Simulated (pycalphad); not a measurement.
All values are pycalphad results on the COST 507 light-alloy database (1999) (1 atm), not direct measurements. The database dates from 1999; later assessments differ in places, in temperatures and in the compounds included. Phase fractions are per mole of atoms.

Q: Give the equilibrium state of Al-5.72Si-0.34Mg (at.%) at 700 K.

A: FCC_A1, fraction 0.945, with 0.35 Si, 0.21 Mg at.%; DIAMOND_A4, fraction 0.053, with >99.99 Si, no Mg at.%; MG2SI, fraction 0.002, with 33.3 Si, 66.7 Mg at.%.

Q: Give the equilibrium state of Al-5.72Si-0.34Mg (at.%) at 800 K.

A: FCC_A1, fraction 0.952, with 0.98 Si, 0.36 Mg at.%; DIAMOND_A4, fraction 0.048, with >99.99 Si, no Mg at.%.

Database names, with the compositions (at.%) that they take in these runs: MG2SI: Mg 67 Si 33. FCC_A1 is fcc; DIAMOND_A4 is diamond (Si). An entry "none" or "no" means that the model of the phase leaves that element out.
